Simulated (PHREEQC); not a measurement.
Consider water at 25 °C with 0.026 mol CdCl2, 0.00033 mol CuCl2 and 0.00012 mol H2SO4 per kg of water. It is in equilibrium with CO2 at log p = -3.4 (atm). Otherwise closed; pH follows from the charge balance.

Equilibrium calculation in PHREEQC: ion-association model, phreeqc.dat.

### Question
The ionic strength comes out as 0.0450 mol/kgw. What activity coefficients do CdCl3-, Cl-, SO4-2, H+, CuCl+ get?

### Answer
CdCl3- 0.83, Cl- 0.82, SO4-2 0.48, H+ 0.86, CuCl+ 0.82.

No solid was allowed to form.
